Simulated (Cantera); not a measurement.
Feed: 1 mol Si2H6, 0.96 mol O2, equilibrated at 62.0 Pa.

Cantera equilibrium calculation (NASA polynomials, part measured and part estimated; ideal gas, pure solids and liquids). Candidate condensed phases: H2O, Si, SiO2; 18 gas species. The feed counts by its element totals alone. Mutual solubility and eutectic melting of coexisting phases are not modelled. The tables hold silica as quartz up to 1696 K and as liquid above; real silica turns to tridymite and cristobalite and melts near 1996 K. The numbers say what is thermodynamically allowed, not how fast it happens.

log p: log10 of the partial pressure in bar; n: condensed amount in mol.

```csv
T (K),log p H2,log p SiO,log p H,log p H2O,n Si(s),n SiO2(α-quartz),n SiO2(β-quartz)
723,-3.21,<-15,-14.68,<-15,1.04,0.960,0
823,-3.21,?,?,?,1.04,0.960,0
923,-3.21,-10.80,-11.22,-13.11,1.04,0,0.960
1023,-3.21,-8.88,-9.99,-11.98,1.04,0,0.960
1123,-3.21,?,?,?,1.04,0,0.960
1223,-3.21,-5.99,-8.13,-10.28,1.04,0,0.958
1323,-3.22,-4.88,-7.41,-9.63,1.01,0,0.927
```

Task: Complete the blanks.

Result: 
- 823, log p SiO: -13.20
- 823, log p H: -12.74
- 823, log p H2O: -14.53
- 1123, log p SiO: -7.30
- 1123, log p H: -8.97
- 1123, log p H2O: -11.05
